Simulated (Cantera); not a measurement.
## Ignition delay

Mixture: 8.36 % CH4, 0.786 % C2H6, 15.0 % O2, 65.9 % N2, 10.0 % CO2, at 110000 Pa, adiabatic and at constant pressure. Ignition delay is the time to a rise of 400 K.

Cantera simulation using GRI-Mech 3.0 (53 species, 325 reactions); the numbers are that mechanism's predictions, not measurements.

```json
[
 {"T0 (K)": "1248", "delay (ms)": "5.18"},
 {"T0 (K)": "1348", "delay (ms)": "1.83"},
 {"T0 (K)": "1448", "delay (ms)": "0.667"},
 {"T0 (K)": "1548", "delay (ms)": "0.263"},
 {"T0 (K)": "1648", "delay (ms)": "0.118"},
 {"T0 (K)": "1748", "delay (ms)": "0.0611"},
 {"T0 (K)": "1848", "delay (ms)": "0.0360"},
 {"T0 (K)": "1948", "delay (ms)": "0.0235"}
]
```

- apparent activation energy between 1748 and 1948 K: 140 kJ/mol
